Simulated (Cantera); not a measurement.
Cantera run:

```python
import numpy as np
import cantera as ct

gas_names = """
    C CO CO2 C2 C2O C3 C3O2 C4 C5 O O2 O3 Ti TiO TiO2
""".split()
cond_names = """
    C(gr) Ti(a) Ti(b) Ti(L) TiC(s) TiC(L) TiO(a) TiO(b) TiO(L) TiO2(ru) TiO2(L) Ti2O3(a) Ti2O3(b)
    Ti2O3(L) Ti3O5(a) Ti3O5(b) Ti3O5(L) Ti4O7(s) Ti4O7(L)
""".split()


# ... load() reads the species with a 1 bar reference pressure and builds the phases ...
atoms = {
    'TiO2': {'Ti': 1, 'O': 2},
    'CO': {'C': 1, 'O': 1},
}
top_T = {'C(gr)': 4500}  # K; cautious upper limits of use, not melting points


# ... equilibrate(T, P, feed) seeds the gas with the atoms and calls Mixture.equilibrate('TP', solver="vcs", rtol=1e-11, max_steps=5000) ...
results = []
feed = {'TiO2': 1, 'CO': 6.9}  # mol
P = 13332.2  # Pa
for T in [1598, 1648, 1698, 1748, 1798, 1848, 1898, 1948, 1998, 2048, 2098, 2148, 2198, 2248]:
    mix = equilibrate(T, P, feed)
    results.append((T, P, feed, dict(zip(mix.species_names, mix.species_moles))))
    x = sorted(zip(gas.X, gas.species_names), reverse=True)
    print(f"T = {T:g} K  P = {P:g} Pa  gas = {mix.phase_moles(0):.4g} mol")
    print("   x: " + "  ".join(f"{s} {v:.3e}" for v, s in x if v > 0.0001))
    print("   condensed (mol): " + ("  ".join(f"{mix.phase(i).name} {mix.phase_moles(i):.4g}"
          for i in range(1, mix.n_phases) if mix.phase_moles(i) > 1e-12) or "none"))
```

Output:

```
T = 1598 K  P = 13332.2 Pa  gas = 6.9 mol
   x: CO 9.896e-01  CO2 1.044e-02
   condensed (mol): TiO2(ru) 0.7119  Ti4O7(s) 0.07201
T = 1648 K  P = 13332.2 Pa  gas = 6.9 mol
   x: CO 9.866e-01  CO2 1.337e-02
   condensed (mol): TiO2(ru) 0.6309  Ti4O7(s) 0.09229
T = 1698 K  P = 13332.2 Pa  gas = 6.9 mol
   x: CO 9.831e-01  CO2 1.692e-02
   condensed (mol): TiO2(ru) 0.533  Ti4O7(s) 0.1167
T = 1748 K  P = 13332.2 Pa  gas = 6.9 mol
   x: CO 9.788e-01  CO2 2.115e-02
   condensed (mol): TiO2(ru) 0.4162  Ti4O7(s) 0.1459
T = 1798 K  P = 13332.2 Pa  gas = 6.9 mol
   x: CO 9.739e-01  CO2 2.615e-02
   condensed (mol): TiO2(ru) 0.2783  Ti4O7(s) 0.1804
T = 1848 K  P = 13332.2 Pa  gas = 6.9 mol
   x: CO 9.680e-01  CO2 3.199e-02
   condensed (mol): TiO2(ru) 0.1171  Ti4O7(s) 0.2207
T = 1898 K  P = 13332.2 Pa  gas = 6.9 mol
   x: CO 9.638e-01  CO2 3.623e-02
   condensed (mol): Ti4O7(s) 0.25
T = 1948 K  P = 13332.2 Pa  gas = 6.9 mol
   x: CO 9.638e-01  CO2 3.623e-02
   condensed (mol): Ti4O7(s) 0.25
T = 1998 K  P = 13332.2 Pa  gas = 6.9 mol
   x: CO 9.638e-01  CO2 3.623e-02
   condensed (mol): Ti4O7(L) 0.25
T = 2048 K  P = 13332.2 Pa  gas = 6.9 mol
   x: CO 9.638e-01  CO2 3.623e-02
   condensed (mol): Ti4O7(L) 0.25
T = 2098 K  P = 13332.2 Pa  gas = 6.9 mol
   x: CO 9.638e-01  CO2 3.623e-02
   condensed (mol): Ti4O7(L) 0.25
T = 2148 K  P = 13332.2 Pa  gas = 6.9 mol
   x: CO 9.638e-01  CO2 3.623e-02
   condensed (mol): Ti4O7(L) 0.25
T = 2198 K  P = 13332.2 Pa  gas = 6.9 mol
   x: CO 9.637e-01  CO2 3.622e-02
   condensed (mol): Ti4O7(L) 0.25
T = 2248 K  P = 13332.2 Pa  gas = 6.9 mol
   x: CO 9.637e-01  CO2 3.621e-02
   condensed (mol): Ti4O7(L) 0.2499
```

Cantera equilibrium calculation (NASA polynomials, part measured and part estimated; ideal gas, pure solids and liquids). Mutual solubility and eutectic melting of coexisting phases are not modelled. Condensed phases not in the tables: Magnéli phases beyond Ti4O7.
